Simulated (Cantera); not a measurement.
An isothermal, constant-pressure homogeneous reactor starts with N2O : O2 = 1 : 1.2 (molar parts), at 1100 K and 0.330 bar.

Model: GRI-Mech 3.0 (53 species, 325 reactions), integrated in Cantera. GRI-Mech 3.0 was tuned for natural gas; its chemistry of N2O as a main component is partial and can be far from experiment. The mechanism lacks the step 2 NO + O2 → 2 NO2, which can matter for NO2 below about 1400 K. The temperature is held fixed by assumption; the heat of reaction is taken as removed at once.

### Question
Predict: x(N2O) at 8.00 s; x(O2) at 8.00 s; x(N2) at 8.00 s; x(NO) at 8.00 s; x(NO2) at 8.00 s; x(O) at 8.00 s.

### Answer
x(N2O) at 8.00 s: 0.358 (gas-phase equilibrium 3.00e-9)
x(O2) at 8.00 s: 0.561 (gas-phase equilibrium 0.630)
x(N2) at 8.00 s: 0.0759 (gas-phase equilibrium 0.370)
x(NO) at 8.00 s: 0.00527 (gas-phase equilibrium 0.000101)
x(NO2) at 8.00 s: 2.47e-5 (gas-phase equilibrium 2.87e-6)
x(O) at 8.00 s: 3.09e-7 (gas-phase equilibrium 3.47e-9)
